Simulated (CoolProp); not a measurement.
A simple Rankine cycle with ethanol: condensing at 331.15 K, boiler at 1.26 MPa, turbine inlet 448.3 K, turbine efficiency 0.8, pump efficiency 0.7, no recuperator. Each further row changes one setting.

Values from CoolProp's reference Helmholtz-energy equation of state, Schroeder 2014.

| case | thermal efficiency (%) | net work (kJ/kg) | heat in (kJ/kg) | turbine exit temperature (K) | volume ratio over the turbine |
|---|---|---|---|---|---|
| as stated | 16.2 | 167 | 1030 | 331.1 | 24.3 |
| turbine inlet 468.3 K | 16.5 | 178 | 1080 | 345.2 | 23.9 |
| condensing temperature 323.15 K | 17.4 | 183 | 1050 | 323.2 | 34.4 |
| boiler pressure 0.882 MPa | 14.9 | 157 | 1050 | 339.7 | 16.9 |
| turbine efficiency 0.7 | 14.2 | 146 | 1030 | 334.6 | 25.0 |

The expansion ends wet for: as stated; condensing temperature 323.15 K.
